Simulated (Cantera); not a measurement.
Feed: 1 mol CF4, 4.2 mol H2, at 75.0 Torr.

These are equilibrium values from Cantera (NASA tables, ideal gas, pure condensed phases), not measurements of a reactor. Candidate condensed phases: C, C6H6, C7H8, C8H18; 95 gas species. Equilibrium is a limit: real reactors are often held back by kinetics, nucleation or transport. All values below are at 1625 °C.

Base state: HF 0.645, H2 0.354, H 0.00147, C2H2 (acetylene) 0.000133 (mole fractions); condensed: C(graphite).

What changes in the equilibrium state with this change: pressure from 75.0 Torr to 20.3 Torr?


```json
[
 {"species": "HF", "before": "0.645", "after": "0.644"},
 {"species": "H2", "before": "0.354", "after": "0.353"},
 {"species": "H", "before": "0.00147", "after": "0.00283"},
 {"species": "C2H2 (acetylene)", "before": "0.000133", "after": "0.000133"},
 {"species": "C(graphite), mol", "before": "0.998", "after": "0.998"}
]
```
